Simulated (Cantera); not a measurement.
Stirred combustor or abatement burner

A perfectly stirred reactor is fed with 8.28 % CH4, 0.579 % H2, 19.1 % O2, 72.0 % N2, at 0.760 bar; it is adiabatic with a 425 K inlet, and is followed from long to short residence time, starting on the burning branch (τ in s: 0.25, 0.085, 0.029, 0.0098, 0.0033, 0.0011, 0.00038, 0.00013, 4.4e-05, 1.5e-05).

Computed with Cantera and GRI-Mech 3.0 (53 species, 325 reactions).

```json
[
 {"τ (s)": "0.25", "T (K)": "2180", "x CH4": "1.69e-6", "x H2": "0.00150", "x O2": "0.0234", "x CO2": "0.0790", "x CH3": "7.56e-7"},
 {"τ (s)": "0.085", "T (K)": "2172", "x CH4": "4.35e-6", "x H2": "0.00180", "x O2": "0.0241", "x CO2": "0.0782", "x CH3": "1.91e-6"},
 {"τ (s)": "0.029", "T (K)": "2151", "x CH4": "1.01e-5", "x H2": "0.00249", "x O2": "0.0252", "x CO2": "0.0764", "x CH3": "4.26e-6"},
 {"τ (s)": "0.0098", "T (K)": "2109", "x CH4": "2.20e-5", "x H2": "0.00381", "x O2": "0.0270", "x CO2": "0.0732", "x CH3": "8.52e-6"},
 {"τ (s)": "0.0033", "T (K)": "2046", "x CH4": "4.79e-5", "x H2": "0.00580", "x O2": "0.0295", "x CO2": "0.0688", "x CH3": "1.65e-5"},
 {"τ (s)": "0.0011", "T (K)": "1963", "x CH4": "0.000112", "x H2": "0.00824", "x O2": "0.0328", "x CO2": "0.0635", "x CH3": "3.36e-5"},
 {"τ (s)": "0.00038", "T (K)": "1869", "x CH4": "0.000289", "x H2": "0.0106", "x O2": "0.0371", "x CO2": "0.0573", "x CH3": "7.36e-5"},
 {"τ (s)": "0.00013", "T (K)": "1758", "x CH4": "0.000976", "x H2": "0.0127", "x O2": "0.0449", "x CO2": "0.0466", "x CH3": "0.000202"},
 {"τ (s)": "4.4e-5", "T (K)": "425", "x CH4": "0.0828", "x H2": "0.00579", "x O2": "0.191", "x CO2": "<1e-12", "x CH3": "<1e-12"},
 {"τ (s)": "1.5e-5", "T (K)": "425", "x CH4": "0.0828", "x H2": "0.00579", "x O2": "0.191", "x CO2": "<1e-12", "x CH3": "<1e-12"}
]
```
x: mole fraction; the columns are a selection and need not sum to one.
